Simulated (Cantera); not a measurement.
**Thermodynamics of roasting and sulfation, feed MgCO3 + H2S + CO2**

Feed: 1 mol MgCO3, 3.6 mol H2S, 0.57 mol CO2, held at 7.50 Torr.

These are equilibrium values from Cantera (NASA tables, ideal gas, pure condensed phases), not measurements of a reactor. Candidate condensed phases: C, C6H6, C7H8, C8H18, H2O, H2SO4, Mg, MgCO3, MgO, Mg(OH)2, MgS, MgSO4, S; 130 gas species. Gases not in the tables: S3 to S7. Equilibrium is a limit: real reactors are often held back by kinetics, nucleation or transport.

From 800 K to 1350 K the condensed part is MgO(s).

| T (K) | x H2S | x H2 | x CO2 | x S2 | x CO | x H2O | x COS | x SH | n MgO(s) |
|---|---|---|---|---|---|---|---|---|---|
| 800 | 0.611 | 0.0204 | 0.248 | 0.0224 | 0.0243 | 0.0493 | 0.0239 | 1.85e-6 | 1.00 |
| 850 | 0.575 | 0.0331 | 0.230 | 0.0364 | 0.0397 | 0.0629 | 0.0222 | 5.83e-6 | 1.00 |
| 900 | 0.529 | 0.0504 | 0.209 | 0.0543 | 0.0583 | 0.0786 | 0.0195 | 1.58e-5 | 1.00 |
| 950 | 0.476 | 0.0723 | 0.186 | 0.0753 | 0.0785 | 0.0955 | 0.0164 | 3.77e-5 | 1.00 |
| 1000 | 0.418 | 0.0981 | 0.162 | 0.0982 | 0.0985 | 0.112 | 0.0132 | 8.04e-5 | 1.00 |
| 1050 | 0.357 | 0.126 | 0.139 | 0.121 | 0.117 | 0.128 | 0.0104 | 0.000156 | 1.00 |
| 1100 | 0.299 | 0.156 | 0.119 | 0.144 | 0.133 | 0.141 | 0.00809 | 0.000277 | 1.00 |
| 1150 | 0.246 | 0.184 | 0.101 | 0.164 | 0.146 | 0.152 | 0.00620 | 0.000458 | 1.00 |
| 1200 | 0.199 | 0.209 | 0.0871 | 0.182 | 0.156 | 0.160 | 0.00473 | 0.000712 | 1.00 |
| 1250 | 0.160 | 0.232 | 0.0756 | 0.197 | 0.164 | 0.167 | 0.00362 | 0.00105 | 1.00 |
| 1300 | 0.127 | 0.250 | 0.0663 | 0.209 | 0.171 | 0.172 | 0.00279 | 0.00148 | 1.00 |
| 1350 | 0.101 | 0.266 | 0.0588 | 0.218 | 0.176 | 0.175 | 0.00217 | 0.00201 | 1.00 |
x: gas mole fraction; n: condensed amount in mol.
